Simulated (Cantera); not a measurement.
Cantera run:

```python
import numpy as np
import cantera as ct

gas_names = [...]  # 151 gases of nasa_gas.yaml made of C, H, N, O, Si
cond_names = """
    C(gr) C6H6(L) C7H8(L) C8H18(L),n-octa H2O(s) H2O(L) Si(cr) Si(L) SiC(b) SiO2(Lqz) SiO2(hqz) SiO2(L)
    Si2N2O(s) Si3N4(a)
""".split()


# ... load() reads the species with a 1 bar reference pressure and builds the phases ...
atoms = {
    'Si3N4': {'Si': 3, 'N': 4},
    'CO2': {'C': 1, 'O': 2},
    'H2': {'H': 2},
}
top_T = {'C(gr)': 4500, 'SiC(b)': 3050, 'Si2N2O(s)': 2100, 'Si3N4(a)': 2400}  # K; cautious upper limits of use, not melting points


# ... equilibrate(T, P, feed) seeds the gas with the atoms and calls Mixture.equilibrate('TP', solver="gibbs", rtol=1e-10, max_steps=50000) ...
results = []
T = 1025  # K
P = 540  # Pa
for m in [52, 75, 110, 150, 220, 310, 450, 640]:
    feed = {'Si3N4': 1, 'CO2': 1.2, 'H2': m}  # mol
    mix = equilibrate(T, P, feed)
    results.append((T, P, feed, dict(zip(mix.species_names, mix.species_moles))))

top = {s: max(r[3][s] / sum(r[3][g] for g in gas_names) for r in results) for s in gas_names}
cols = sorted((s for s in top if top[s] > 1e-06), key=lambda s: -top[s])[:5]
seen = [c for c in cond_names if any(r[3].get(c, 0) > 1e-12 for r in results)]
print("log10 of partial pressures in bar; condensed amounts in mol")
print(f"{'n(H2)':>10s}" + "".join(f"{s[:9]:>10s}" for s in cols + seen))
for T, P, feed, n in results:
    ng = sum(n[g] for g in gas_names)
    print(f"{feed['H2']:10.4g}" + "".join(f"{np.log10(max(n[s] / ng * P / 1e5, 1e-99)):10.3f}" for s in cols)
          + "".join(f"{n.get(c, 0):10.4g}" for c in seen))
```

Output:

```
log10 of partial pressures in bar; condensed amounts in mol
     n(H2)        H2        N2        CO       CH4       H2O     C(gr) SiO2(hqz) Si2N2O(s)
        52    -2.276    -4.139    -4.575    -5.685    -7.427    0.9187    0.4257     1.287
        75    -2.274    -4.309    -4.632    -5.681    -7.482     0.842    0.3806      1.31
       110    -2.272    -4.493    -4.693    -5.678    -7.541    0.7398    0.3216     1.339
       150    -2.271    -4.646    -4.744    -5.676    -7.591    0.6366    0.2633     1.368
       220    -2.270    -4.843    -4.810    -5.674    -7.656    0.4783    0.1762     1.412
       310    -2.270    -5.027    -4.871    -5.673    -7.717    0.3021   0.08229     1.459
       450    -2.269    -5.223    -4.968    -5.672    -7.814    0.1233         0       1.5
       640    -2.269    -5.376    -5.121    -5.671    -7.966   0.04799         0       1.5
```

Equilibrium computed with Cantera from the NASA thermochemical tables; the gas is ideal and each condensed phase is pure. Mutual solubility and eutectic melting of coexisting phases are not modelled.
